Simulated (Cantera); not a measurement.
Charge: 1 mol Si, 2.7 mol H₂, 1.6 mol HCl, equilibrated at 18000 Pa.

These are equilibrium values from Cantera (NASA tables, ideal gas, pure condensed phases), not measurements of a reactor. Candidate condensed phases: Si; 19 gas species. The tables' values for SiCl₃ are old estimates; treat these amounts as uncertain. Kinetics and transport are ignored.

Question: At 1125 °C, list the 4 most abundant gas species with their mole fractions, and the condensed phases.

Answer: H₂ 0.779, HCl 0.120, SiCl₂ 0.0548, SiCl₄ 0.0199. Condensed: Si(s).
